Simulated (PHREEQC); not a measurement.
# Metal-bearing waste water

Dissolve 140 mmol/kgw CdCl2, 0.1 mmol/kgw NaF and 0.33 mmol/kgw NaCl at 80 °C. It is in equilibrium with CO2 at log p = -3.5 (atm). Otherwise closed; pH follows from the charge balance.

Computed with PHREEQC (ion-association model, phreeqc.dat).

Each row changes one thing in this solution. This is a speciation only: nothing precipitates in the calculation.

```
case                                           pH  ionic strength (mol/kgw)  Cl- (mol/kgw)  HCO3- (mol/kgw)  SI of Halite (NaCl)
-------------------------------------------  ----  ------------------------  -------------  ---------------  -------------------
as made                                      5.10                     0.153          0.126          3.08e-7                -6.15
diluted 2-fold with water                    5.18                    0.0917         0.0750          3.57e-7                -6.64
NaCl replaced by MnCl2 at the same molality  5.10                     0.153          0.127          3.08e-7                -6.79
NaF left out                                    …                     0.152          0.126                …                -6.27
CdCl2 left out                               5.92                  0.000431              …                …                -8.48
```

What belongs in the gaps?


- NaF left out, pH: 5.05
- NaF left out, HCO3- (mol/kgw): 2.79e-7
- CdCl2 left out, Cl- (mol/kgw): 0.000330
- CdCl2 left out, HCO3- (mol/kgw): 1.55e-6

At this temperature some constants are extrapolated from 25 °C, and those without enthalpy data are left unchanged.
